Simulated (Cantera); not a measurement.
Feed: 1 mol CaF2, 4.2 mol H2O, a varied amount of N2, equilibrated at 1623 K and 1330 Pa.

Cantera equilibrium calculation (NASA polynomials, part measured and part estimated; ideal gas, pure solids and liquids). Candidate condensed phases: Ca, CaF2, CaO, Ca(OH)2, H2O; 47 gas species. Mutual solubility and eutectic melting of coexisting phases are not modelled. Kinetics and transport are ignored.

x: gas mole fraction; n: condensed amount in mol.

```csv
n(N2) (mol),x N2,x H2O,x HF,x CaF2,x H2,x O2,x OH,n CaF2(s),n CaO(s)
0.55,0.102,0.656,0.238,0.00179,0.00177,0.000770,0.000390,0.347,0.643
0.95,0.163,0.604,0.228,0.00179,0.00168,0.000725,0.000369,0.324,0.666
1.7,?,?,0.213,0.00179,?,?,?,?,0.706
2.9,0.368,0.434,0.194,0.00179,0.00136,0.000573,0.000295,0.223,0.763
5.1,?,?,?,0.00179,?,?,?,?,?
8.9,0.631,0.228,0.138,0.00174,0.000896,0.000363,0.000191,0,0.975
16,0.754,0.151,0.0920,0.00116,0.000687,0.000273,0.000145,0,0.975
27,0.838,0.0995,0.0606,0.000765,0.000524,0.000203,0.000109,0,0.975
47,0.900,0.0613,0.0374,0.000473,0.000383,0.000144,7.85e-5,0,0.975
83,0.941,0.0362,0.0221,0.000280,0.000273,9.91e-5,5.50e-5,0,0.975
```

### Question
What belongs in the gaps?

### Answer

- 1.7, x N2: 0.257
- 1.7, x H2O: 0.526
- 1.7, x H2: 0.00154
- 1.7, x O2: 0.000656
- 1.7, x OH: 0.000336
- 1.7, n CaF2(s): 0.283
- 5.1, x N2: 0.501
- 5.1, x H2O: 0.327
- 5.1, x HF: 0.168
- 5.1, x H2: 0.00113
- 5.1, x O2: 0.000469
- 5.1, x OH: 0.000244
- 5.1, n CaF2(s): 0.126
- 5.1, n CaO(s): 0.855
